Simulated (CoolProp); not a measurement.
Vapour-liquid equilibrium of R1234yf (1) + R134a (2) at -23.95 °C; x and y are mole fractions of (1).

Model: multi-fluid Helmholtz-energy mixture model, Lemmon 2022 and Tillner-Roth 1994; pair parameters Bell 2022, in CoolProp.

| x | bubble pressure, mixture model (kPa) | bubble pressure, Raoult's law (kPa) | y, mixture model | y, Raoult's law |
|---|---|---|---|---|
| 0.05 | 114.3 | 112.4 | 0.071 | 0.057 |
| 0.15 | 118.9 | 114.1 | 0.195 | 0.169 |
| 0.25 | 122.6 | 115.7 | 0.302 | 0.277 |
| 0.35 | 125.4 | 117.4 | 0.399 | 0.382 |
| 0.45 | 127.6 | 119.1 | 0.489 | 0.485 |
| 0.55 | 129.1 | 120.8 | 0.575 | 0.584 |
| 0.65 | 130.0 | 122.4 | 0.662 | 0.681 |
| 0.75 | 130.4 | 124.1 | 0.750 | 0.775 |
| 0.85 | 130.1 | 125.8 | 0.844 | 0.867 |
| 0.95 | 129.1 | 127.5 | 0.945 | 0.956 |

The largest gap from Raoult's law is +7.1 % in bubble pressure, at x = 0.45. y crosses x between x = 0.75 and 0.85: the model has an azeotrope there.

The pair parameters rest on a limited set of measurements; away from them the model extrapolates.
